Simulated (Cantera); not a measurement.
**Reactions in the system F-N-Si**

Cantera with NASA thermochemical tables; ideal gases at 1 bar, condensed phases pure. Values are per mole of reaction as written; species without (g) are pure solids or liquids, kept so even where they would boil at 1 bar. The tables' values for SiF2 are old estimates.

3 N2(g) + 3 SiF2(g) = 2 NF3(g) + Si3N4

```tsv
T (K)	ΔH° (kJ)	ΔS° (J/K)	ΔG° (kJ)	log10 K
1223	786.8	-674.6	1611.8	-68.84
1248	788.4	-673.3	1628.7	-68.17
1273	790.0	-672.0	1645.5	-67.52
1298	791.6	-670.8	1662.3	-66.89
1323	793.3	-669.5	1679.0	-66.29
1348	794.9	-668.3	1695.7	-65.71
1373	796.6	-667.0	1712.4	-65.15
```

2 N2(g) + 3 SiF4(g) = 6 F2(g) + Si3N4

```
T (K)  ΔH° (kJ)  ΔS° (J/K)  ΔG° (kJ)  log10 K
-----  --------  ---------  --------  -------
1223     4104.3      102.6    3978.8  -169.93
1248     4104.7      103.0    3976.2  -166.42
1273     4105.2      103.3    3973.6  -163.05
1298     4105.6      103.7    3971.1  -159.80
1323     4106.1      104.1    3968.5  -156.68
1348     4106.6      104.4    3965.8  -153.67
1373     4107.1      104.8    3963.2  -150.78
```

3 F2(g) + Si3N4 = 3 SiF2(g) + 2 N2(g)

```csv
T (K),ΔH° (kJ),ΔS° (J/K),ΔG° (kJ),log10 K
1223,-1041.2,404.9,-1536.4,65.62
1248,-1042.3,404.0,-1546.5,64.73
1273,-1043.5,403.0,-1556.6,63.87
1298,-1044.7,402.1,-1566.7,63.04
1323,-1045.9,401.2,-1576.7,62.25
1348,-1047.1,400.3,-1586.7,61.48
1373,-1048.4,399.4,-1596.7,60.74
```
